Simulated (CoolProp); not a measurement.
Vapour-liquid equilibrium of CHF3 (R23) (1) + R227EA (2) at 0.367 bar; x and y are mole fractions of (1).

The numbers come from the multi-fluid Helmholtz-energy mixture model, Penoncello 2003 and Lemmon 2016; pair parameters Bell 2016 in CoolProp.

Give the bubble temperature and the first vapour's composition at x = 0.5, 0.65, 0.8. Is there an azeotrope?

x = 0.5: -90.4 °C, y = 0.988; x = 0.65: -93.2 °C, y = 0.993; x = 0.8: -95.3 °C, y = 0.996. No azeotrope shows between x = 0.05 and 0.95.

Pair parameters are fitted to limited data, so mixtures are less certain than the pure fluids.
